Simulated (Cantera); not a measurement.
A perfectly stirred reactor is fed with CH4 : H2O = 1 : 3.8 (molar parts), at 120 Torr; it is held at 1673 K, and followed from long to short residence time.

Model: GRI-Mech 3.0 (53 species, 325 reactions), integrated in Cantera.

x: mole fraction; the columns are a selection and need not sum to one.

| τ (s) | x CH4 | x H2O | x CH2O | x O2 | x C2H | x HCO | x C2H2 |
|---|---|---|---|---|---|---|---|
| 0.36 | 0.0464 | 0.597 | 5.23e-6 | 2.35e-9 | 9.52e-8 | 7.62e-9 | 0.0401 |
| 0.14 | 0.0668 | 0.654 | 9.56e-6 | 3.22e-9 | 1.07e-7 | 1.07e-8 | 0.0440 |
| 0.055 | (withheld) | 0.700 | (withheld) | (withheld) | (withheld) | (withheld) | (withheld) |
| 0.021 | (withheld) | 0.736 | (withheld) | 5.52e-9 | (withheld) | (withheld) | (withheld) |
| 0.0084 | 0.162 | 0.762 | 3.82e-5 | 5.24e-9 | 3.40e-8 | 2.18e-8 | 0.0139 |
| 0.0033 | 0.187 | 0.780 | 4.26e-5 | 2.89e-9 | 9.49e-9 | 1.91e-8 | 0.00414 |
| 0.0013 | 0.202 | 0.789 | 2.80e-5 | 6.72e-10 | 9.13e-10 | 8.77e-9 | 0.000518 |
| 0.00049 | 0.207 | 0.791 | 6.92e-6 | 4.90e-11 | 2.00e-11 | 1.17e-9 | 2.04e-5 |
| 0.00019 | 0.208 | 0.792 | 7.42e-7 | 1.98e-12 | <1e-12 | 5.97e-11 | 5.17e-7 |

Fill in the missing entries.


- 0.055, x CH4: 0.0949
- 0.055, x CH2O: 1.65e-5
- 0.055, x O2: 4.37e-9
- 0.055, x C2H: 9.62e-8
- 0.055, x HCO: 1.46e-8
- 0.055, x C2H2: 0.0391
- 0.021, x CH4: 0.130
- 0.021, x CH2O: 2.70e-5
- 0.021, x C2H: 6.67e-8
- 0.021, x HCO: 1.90e-8
- 0.021, x C2H2: 0.0270
